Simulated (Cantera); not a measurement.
**Moist CO burnout**

A perfectly stirred reactor is fed with 0.349 % CO, 1.94 % O2, 0.718 % H2O, 97.0 % N2, at 460000 Pa; it is held at 1375 K, and followed from long to short residence time.

Model: GRI-Mech 3.0 (53 species, 325 reactions), integrated in Cantera.

```
τ (s)        x CO    x O2    x H2O    x N2O    x HO2     x CO2
-------  --------  ------  -------  -------  -------  --------
1.1       2.31e-5  0.0177  0.00718  5.98e-7  1.35e-7   0.00347
0.41      4.66e-5  0.0177  0.00718  9.78e-7  2.62e-7   0.00345
0.16      9.03e-5  0.0177  0.00718  1.42e-6  4.84e-7   0.00341
0.059    0.000180  0.0178  0.00718  1.78e-6  9.00e-7   0.00332
0.022    0.000352  0.0178  0.00717  1.82e-6  1.58e-6   0.00315
0.0085   0.000647  0.0180  0.00716  1.58e-6  2.55e-6   0.00285
0.0032    0.00114  0.0182  0.00715  1.19e-6  3.80e-6   0.00236
0.0012    0.00183  0.0185  0.00714  7.65e-7  5.06e-6   0.00167
0.00046   0.00256  0.0189  0.00713  3.96e-7  5.87e-6  0.000935
```
x: mole fraction; the columns are a selection and need not sum to one.
